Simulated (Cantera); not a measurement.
# Premixed flame

A freely propagating, adiabatic, planar premixed flame of CH4 : O2 : N2 = 1 : 2.15 : 8.09 (molar parts), equivalence ratio 0.93, unburnt at 375 K and 0.296 atm; mixture-averaged transport, grid criteria slope 0.08 and curve 0.16, no radiation.

Detailed kinetics in Cantera: GRI-Mech 3.0 (53 species, 325 reactions). Burning velocities carry a grid error of a few per cent, more on coarse grids.

```json
[
 {"z (mm)": "-3.35", "T (K)": "375", "u (m/s)": "0.721", "x CH4": "0.0889", "x O2": "0.191", "x CH2": "<1e-8", "x C2H2": "<1e-8", "x H2O": "4.73e-6", "x NO": "<1e-8"},
 {"z (mm)": "-2.23", "T (K)": "376", "u (m/s)": "0.723", "x CH4": "0.0888", "x O2": "0.191", "x CH2": "<1e-8", "x C2H2": "<1e-8", "x H2O": "7.33e-5", "x NO": "<1e-8"},
 {"z (mm)": "-1.67", "T (K)": "378", "u (m/s)": "0.729", "x CH4": "0.0885", "x O2": "0.191", "x CH2": "<1e-8", "x C2H2": "1.35e-8", "x H2O": "0.000419", "x NO": "<1e-8"},
 {"z (mm)": "-1.12", "T (K)": "413", "u (m/s)": "0.801", "x CH4": "0.0861", "x O2": "0.188", "x CH2": "<1e-8", "x C2H2": "3.15e-7", "x H2O": "0.00445", "x NO": "3.34e-8"},
 {"z (mm)": "-0.558", "T (K)": "787", "u (m/s)": "1.55", "x CH4": "0.0647", "x O2": "0.161", "x CH2": "2.52e-7", "x C2H2": "8.56e-6", "x H2O": "0.0425", "x NO": "7.59e-7"},
 {"z (mm)": "-0.279", "T (K)": "1205", "u (m/s)": "2.39", "x CH4": "0.0371", "x O2": "0.122", "x CH2": "7.09e-6", "x C2H2": "2.86e-5", "x H2O": "0.0845", "x NO": "2.01e-6"},
 {"z (mm)": "0", "T (K)": "1599", "u (m/s)": "3.20", "x CH4": "0.00963", "x O2": "0.0742", "x CH2": "4.02e-5", "x C2H2": "5.73e-5", "x H2O": "0.127", "x NO": "4.30e-6"},
 {"z (mm)": "0.279", "T (K)": "1758", "u (m/s)": "3.52", "x CH4": "0.000828", "x O2": "0.0460", "x CH2": "1.09e-5", "x C2H2": "1.19e-5", "x H2O": "0.146", "x NO": "7.14e-6"},
 {"z (mm)": "0.558", "T (K)": "1796", "u (m/s)": "3.59", "x CH4": "3.52e-5", "x O2": "0.0361", "x CH2": "5.63e-7", "x C2H2": "3.71e-7", "x H2O": "0.151", "x NO": "9.02e-6"},
 {"z (mm)": "1.12", "T (K)": "1833", "u (m/s)": "3.64", "x CH4": "8.67e-8", "x O2": "0.0309", "x CH2": "<1e-8", "x C2H2": "<1e-8", "x H2O": "0.150", "x NO": "1.10e-5"},
 {"z (mm)": "2.23", "T (K)": "1880", "u (m/s)": "3.72", "x CH4": "<1e-8", "x O2": "0.0283", "x CH2": "<1e-8", "x C2H2": "<1e-8", "x H2O": "0.151", "x NO": "1.37e-5"},
 {"z (mm)": "4.46", "T (K)": "1942", "u (m/s)": "3.83", "x CH4": "<1e-8", "x O2": "0.0262", "x CH2": "<1e-8", "x C2H2": "<1e-8", "x H2O": "0.155", "x NO": "1.85e-5"},
 {"z (mm)": "8.93", "T (K)": "2015", "u (m/s)": "3.95", "x CH4": "<1e-8", "x O2": "0.0238", "x CH2": "<1e-8", "x C2H2": "<1e-8", "x H2O": "0.160", "x NO": "2.72e-5"}
]
```
x: mole fraction of selected species; z is measured from the peak of heat release.

```yaml
laminar_burning_velocity: 72.1 cm/s
thermal_thickness: 1.12 mm
peak x(CH2): 4.03e-5
peak x(C2H2): 5.77e-5
grid_points: 147
```
